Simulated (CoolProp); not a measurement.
C3F8 (R218) along the isotherm 166.85 °C: Z from the reference equation and from simpler models built on Tc = 71.9 °C, pc = 2.640 MPa, ω = 0.317; each cubic takes its own stable root.

The numbers come from the reference Helmholtz-energy equation of state, Lemmon 2006 in CoolProp. It is a short technical equation, of lower accuracy than the large ones.

```tsv
p (MPa)	phase	reference
0.283	gas	0.9856
0.566	gas	0.9711
0.849	gas	0.9564
1.13	gas	0.9416
1.41	gas	0.9267
1.7	gas	0.9111
1.98	gas	0.8960
2.26	gas	0.8808
2.55	gas	0.8650
2.83	supercritical	0.8498
3.11	supercritical	0.8348
3.39	supercritical	0.8200
3.68	supercritical	0.8049
3.96	supercritical	0.7908
```

### Question
How far does each simpler model (Pitzer virial, van der Waals, Soave-Redlich-Kwong) lie from the reference over these 14 states: mean and median of the absolute difference, and the worst?

### Answer
- Pitzer virial: mean 0.1 %, median 0.1 %, worst -0.2 % at 166.85 °C and 1.13 MPa
- van der Waals: mean 4.0 %, median 3.4 %, worst -9.6 % at 166.85 °C and 3.96 MPa
- Soave-Redlich-Kwong: mean 1.0 %, median 0.7 %, worst +2.8 % at 166.85 °C and 3.96 MPa
